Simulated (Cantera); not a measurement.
A Cantera script and what it prints.

```python
import numpy as np
import cantera as ct

gas_names = """
    B BH BH2 BH3 BO BO2 B2 B2O B2O2 B2O3 B3O3H3 H HBO HBO2 HO2 H2 H2O H2O2 H3B3O6 O OH O2 O3
""".split()
cond_names = """
    B(b) B(L) B2O3(L) B3O3H3(cr) H2O(s) H2O(L)
""".split()


# ... load() reads the species with a 1 bar reference pressure and builds the phases ...
atoms = {
    'B2H6': {'B': 2, 'H': 6},
    'H2O': {'H': 2, 'O': 1},
}
top_T = {}  # K; cautious upper limits of use, not melting points


# ... equilibrate(T, P, feed) seeds the gas with the atoms and calls Mixture.equilibrate('TP', solver="vcs", rtol=1e-11, max_steps=5000) ...
results = []
feed = {'B2H6': 1, 'H2O': 0.051}  # mol
T = 1723  # K
P = 600  # Pa
mix = equilibrate(T, P, feed)
results.append((T, P, feed, dict(zip(mix.species_names, mix.species_moles))))
x = sorted(zip(gas.X, gas.species_names), reverse=True)
print(f"T = {T:g} K  P = {P:g} Pa  gas = {mix.phase_moles(0):.4g} mol")
print("   x: " + "  ".join(f"{s} {v:.3e}" for v, s in x if v > 1e-05))
print("   condensed (mol): " + ("  ".join(f"{mix.phase(i).name} {mix.phase_moles(i):.4g}"
      for i in range(1, mix.n_phases) if mix.phase_moles(i) > 1e-12) or "none"))
```

Output:

```
T = 1723 K  P = 600 Pa  gas = 3.081 mol
   x: H2 9.820e-01  HBO 1.405e-02  H 2.333e-03  B2O2 8.876e-04  BO 6.496e-04  BH2 7.197e-05  HBO2 2.060e-05  B2O3 1.022e-05
   condensed (mol): B(b) 1.949
```

Method: chemical equilibrium by Gibbs-energy minimisation in Cantera with the NASA 1993 tables (ideal gas, pure condensed phases). The feed counts by its element totals alone. The tables' values for BH2 are old estimates; treat these amounts as uncertain.
